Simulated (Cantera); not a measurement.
**Equilibrium for carbothermic reduction: Cu2O + C + N2**

Feed: 1 mol Cu2O, 7.6 mol C, 0.34 mol N2, held at 75.0 Torr.

Equilibrium computed with Cantera from the NASA thermochemical tables; the gas is ideal and each condensed phase is pure. Candidate condensed phases: C, Cu, CuO, Cu2O; 27 gas species. The numbers say what is thermodynamically allowed, not how fast it happens.

| T (K) | log p CO | log p Cu | log p N2 | log p Cu2 | log p CN | log p CO2 | log p C3 | log p C2N2 | n C(graphite) | n Cu(l) |
|---|---|---|---|---|---|---|---|---|---|---|
| 1423 | -1.13 | -5.68 | -1.60 | -9.32 | -11.66 | -5.12 | <-13 | -10.65 | 6.60 | 2.00 |
| 1573 | -1.13 | -4.58 | -1.60 | -7.79 | -10.13 | -5.70 | <-13 | -9.55 | 6.60 | 2.00 |
| 1723 | -1.13 | -3.67 | -1.60 | -6.54 | -8.87 | -6.17 | <-13 | -8.65 | 6.60 | 2.00 |
| 1873 | -1.13 | -2.91 | -1.60 | -5.50 | -7.82 | -6.57 | -12.01 | -7.89 | 6.60 | 1.98 |
| 2023 | -1.15 | -2.27 | -1.62 | -4.62 | -6.93 | -6.94 | -10.31 | -7.27 | 6.60 | 1.92 |
| 2173 | -1.22 | -1.73 | -1.69 | -3.88 | -6.19 | -7.36 | -8.86 | -6.78 | 6.60 | 1.68 |
| 2323 | -1.49 | -1.25 | -1.96 | -3.23 | -5.66 | -8.15 | -7.59 | -6.57 | 6.60 | 0.214 |
| 2473 | -1.52 | -1.23 | -1.99 | -3.45 | -5.08 | -8.42 | -6.49 | -6.17 | 6.60 | 0 |
| 2623 | -1.52 | -1.22 | -1.99 | -3.69 | -4.56 | -8.60 | -5.51 | -5.80 | 6.60 | 0 |
log p: log10 of the partial pressure in bar; n: condensed amount in mol.

From 1423 K to 2323 K the condensed part is C(graphite) + Cu(l). From 2473 K to 2623 K the condensed part is C(graphite). The main Cu-bearing gas is Cu throughout.
